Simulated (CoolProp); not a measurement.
CH3F (R41) at 298.15 K and 5.63 MPa is throttled through a valve to 1.17 MPa with no heat exchange. Each further row changes one setting.

The numbers come from the reference Helmholtz-energy equation of state, Lemmon 2006 in CoolProp. It is a short technical equation, of lower accuracy than the large ones.

```csv
case,temperature change (K),final phase,final density (kg/m³)
as stated,[?],"two-phase, vapour fraction 0.295",73.9
outlet pressure 0.351 MPa,-77.5,[?],16.9
outlet pressure 1.52 MPa,-35.5,[?],[?]
```

**Question.** Complete the blanks.

**Answer.** 
- as stated, temperature change (K): -44.1
- outlet pressure 0.351 MPa, final phase: two-phase, vapour fraction 0.418
- outlet pressure 1.52 MPa, final phase: two-phase, vapour fraction 0.255
- outlet pressure 1.52 MPa, final density (kg/m³): 108
